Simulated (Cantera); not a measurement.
**Catalytic stagnation flow on Pt**

A jet of 3.04 % CH₄, 8.00 % O₂, 89.0 % N₂ at 300 K and 11000 Pa hits a platinum plate 2.1 cm away at a mass flux of 0.1 kg/m²/s; the plate temperature is set and raised in steps from an oxygen-covered start.

Cantera simulation using Deutschmann's 1995 Pt surface mechanism with GRI-Mech 3.0 gas chemistry; the numbers are that mechanism's predictions, not measurements. Catalytic surfaces can have several steady states; this one follows from the mechanism file's or the stated starting coverage.

```tsv
plate T (K)	wall x CH₄	wall x O₂	wall x H₂O	wall x OH	wall x CO	wall x CO₂	θ free Pt	θ O*	θ OH*
950	0.0173	0.0521	0.0245	7.18e-8	9.87e-6	0.0160	0.302	0.697	0.00130
1000	0.0134	0.0439	0.0317	1.99e-7	1.06e-5	0.0207	0.383	0.616	0.00130
1050	0.0105	0.0377	0.0370	4.83e-7	1.13e-5	0.0243	0.462	0.536	0.00122
1100	0.00836	0.0333	0.0408	1.05e-6	1.23e-5	0.0268	0.539	0.460	0.00110
1150	0.00691	0.0303	0.0434	2.10e-6	1.37e-5	0.0285	0.608	0.391	0.000962
```
x: mole fraction at the wall; θ: surface coverage.
